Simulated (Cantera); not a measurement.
Mixture: CH3OH : O2 : N2 = 1 : 1.58 : 5.94 (molar parts), at 0.850 bar, adiabatic and at constant volume. Ignition delay is the time to a rise of 400 K.

Cantera simulation using GRI-Mech 3.0 (53 species, 325 reactions); the numbers are that mechanism's predictions, not measurements. GRI-Mech 3.0 was tuned for natural gas; its chemistry of methanol as a main component is partial and can be far from experiment.

What does this change do: CH3OH 1 to 0.45 parts?


| quantity | before | after |
|---|---|---|
| delay at 1100 K | 66.6 ms | 78.4 ms |
| delay at 1150 K | 25.8 ms | 30.5 ms |
| delay at 1200 K | 10.9 ms | 12.9 ms |
| delay at 1250 K | 4.94 ms | 5.92 ms |
| delay at 1300 K | 2.40 ms | 2.92 ms |
| delay at 1350 K | 1.24 ms | 1.54 ms |
| apparent activation energy between 1250 and 1350 K | 190 kJ/mol | 190 kJ/mol |

What does this change do: pressure from 0.850 bar to 10.0 bar?


| quantity | before | after |
|---|---|---|
| delay at 1100 K | 66.6 ms | 9.32 ms |
| delay at 1150 K | 25.8 ms | 3.55 ms |
| delay at 1200 K | 10.9 ms | 1.47 ms |
| delay at 1250 K | 4.94 ms | 0.652 ms |
| delay at 1300 K | 2.40 ms | 0.311 ms |
| delay at 1350 K | 1.24 ms | 0.158 ms |
| apparent activation energy between 1250 and 1350 K | 190 kJ/mol | 200 kJ/mol |
